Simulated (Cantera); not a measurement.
Feed: 1 mol SiH₄, 0.37 mol NH₃, 0.22 mol H₂, held at 0.675 Torr.

Method: chemical equilibrium by Gibbs-energy minimisation in Cantera with the NASA 1993 tables (ideal gas, pure condensed phases). Candidate condensed phases: Si, Si₃N₄; 18 gas species. Mutual solubility and eutectic melting of coexisting phases are not modelled. The tables' values for SiN are old estimates; treat these amounts as uncertain. Gases not in the tables: Si₂H₆ and higher silanes. Kinetics and transport are ignored.

log p: log10 of the partial pressure in bar; n: condensed amount in mol.

```csv
T (K),log p H₂,log p Si,log p H,log p N₂,log p SiH,log p Si₂,log p Si₃,n Si(s),n Si₃N₄(s),n Si(l)
700,-3.05,<-15,<-15,<-15,<-15,<-15,<-15,0.723,0.0925,0
900,-3.05,<-15,-11.46,-12.95,<-15,<-15,<-15,0.723,0.0925,0
1100,-3.05,?,?,?,?,<-15,<-15,0.723,0.0925,0
1300,-3.05,?,?,?,?,?,?,0.725,0.0917,0
1500,-3.07,-7.98,-6.29,-4.32,-9.01,-10.87,-11.61,0.954,0.0153,0
1700,-3.08,-6.17,-5.37,-4.25,-7.52,-8.53,-9.13,0,0,0.998
1900,-3.09,-4.90,-4.65,-4.26,-6.51,-6.99,-7.64,0,0,0.955
2100,-3.19,-3.87,-4.10,-4.35,-5.74,-5.76,-6.45,0,0,0.425
```

Problem. Complete the blanks.

Solution. 
- 1100, log p Si: -13.63
- 1100, log p H: -9.11
- 1100, log p N₂: -9.02
- 1100, log p SiH: -13.67
- 1300, log p Si: -10.36
- 1300, log p H: -7.48
- 1300, log p N₂: -6.30
- 1300, log p SiH: -10.97
- 1300, log p Si₂: -13.98
- 1300, log p Si₃: -14.93
